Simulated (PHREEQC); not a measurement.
Make-up at 25 °C: 0.011 mol/kgw CaCl2 and 6.5e-06 mol/kgw CO2. Closed to the air; pH follows from the charge balance.

All values are PHREEQC results (ion-association model, phreeqc.dat), not measurements.

```json
[
 {"quantity": "pH", "before": "5.82", "after": "5.56"},
 {"quantity": "ionic strength (mol/kgw)", "before": "0.0330", "after": "0.0110"},
 {"quantity": "CO2 (mol/kgw)", "before": "4.75e-6", "after": "5.51e-6"},
 {"quantity": "HCO3- (mol/kgw)", "before": "1.63e-6", "after": "9.90e-7"},
 {"quantity": "CO3-2 (mol/kgw)", "before": "8.10e-11", "after": "2.31e-11"}
]
```

Name the change that produced these shifts.
A. temperature from 25 to 10 °C
B. CaCl2 left out
C. CaCl2 replaced by NH4Cl at the same molality
D. temperature from 25 to 55 °C
E. diluted 10-fold with water

C, CaCl2 replaced by NH4Cl at the same molality

Precipitation was switched off in this run.
